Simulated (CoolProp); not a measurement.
Carbon dioxide along the isobar 30.5 bar: density (kg/m³) from the reference equation and from simpler models built on Tc = 31.0 °C, pc = 73.77 bar, ω = 0.224; each cubic takes its own stable root.

Computed with CoolProp (reference Helmholtz-energy equation of state, Span 1996).

```csv
T (°C),phase,reference,ideal gas,van der Waals,Redlich-Kwong,Soave-Redlich-Kwong,Peng-Robinson
-0.95,gas,79.97,59.31,73.46,77.46,78.82,80.61
13.05,gas,70.93,56.41,67.60,70.00,70.52,71.95
26.95,gas,64.64,53.80,62.85,64.36,64.44,65.64
40.95,gas,59.76,51.40,58.84,59.78,59.62,60.64
54.95,gas,55.80,49.20,55.39,55.98,55.67,56.56
68.95,gas,52.48,47.19,52.39,52.74,52.35,53.12
82.95,gas,49.63,45.34,49.75,49.93,49.48,50.17
96.95,gas,47.15,43.62,47.39,47.46,46.98,47.60
110.95,gas,44.95,42.03,45.28,45.27,44.77,45.33
124.85,gas,43.00,40.56,43.37,43.31,42.81,43.31
138.85,gas,41.22,39.18,41.63,41.53,41.03,41.48
152.85,gas,39.61,37.90,40.03,39.91,39.41,39.83
166.85,gas,38.14,36.69,38.56,38.42,37.93,38.32
180.85,gas,36.79,35.56,37.21,37.05,36.58,36.93
```
